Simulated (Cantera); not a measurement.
**Si2H6 + HCl + H2 (silicon epitaxy and polysilicon growth)**

Feed: 1 mol Si2H6, 0.32 mol HCl, 3.4 mol H2, held at 0.730 bar.

Cantera equilibrium calculation (NASA polynomials, part measured and part estimated; ideal gas, pure solids and liquids). Candidate condensed phases: Si; 19 gas species. The feed counts by its element totals alone. The tables' values for SiCl3 are old estimates; treat these amounts as uncertain. Gases not in the tables: Si2H6 and higher silanes. Rates play no part.

```csv
T (K),x H2,x HCl,x SiCl2,x SiHCl3,n Si(s)
1125,0.975,0.0148,0.000476,0.00459,1.93
1175,0.972,0.0192,0.000866,0.00382,1.94
1225,0.968,0.0238,0.00142,0.00298,1.95
1275,0.965,0.0280,0.00210,0.00216,1.95
1325,0.962,0.0314,0.00281,0.00144,1.96
1375,0.960,0.0338,0.00344,0.000898,1.96
1425,0.959,0.0353,0.00393,0.000536,1.96
1475,0.959,0.0362,0.00430,0.000314,1.96
1525,0.958,0.0366,0.00457,0.000185,1.96
1575,0.958,0.0367,0.00478,0.000111,1.96
1625,0.958,0.0368,0.00495,6.80e-5,1.96
1675,0.958,0.0368,0.00509,4.26e-5,1.96
```
x: gas mole fraction; n: condensed amount in mol.

From 1125 K to 1675 K the condensed part is Si(s). The main Si-bearing gas is SiHCl3 at 1125 K and SiCl2 at 1675 K.
